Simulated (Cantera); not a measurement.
An isothermal, constant-pressure homogeneous reactor starts with H2 : O2 = 0.11 : 1 (molar parts), equivalence ratio 0.055, at 925 K and 0.0267 bar.

Detailed kinetics in Cantera: GRI-Mech 3.0 (53 species, 325 reactions). Radical loss at walls, strong at low pressure, is not modelled. Below about 950 K walls govern HO2 and H2O2 in real vessels. The temperature is held fixed by assumption; the heat of reaction is taken as removed at once.

One state of this run: x H2 = 1.24e-8; x O2 = 0.896; x O = 7.26e-8; x HO2 = 6.36e-9; x H = 9.35e-11. x: mole fraction; the columns are a selection and need not sum to one.

Problem. Which value of t (s) does it belong to?
A. 0.322
B. 1.79
C. 4.24
D. 0.000334

Solution. C, 4.24
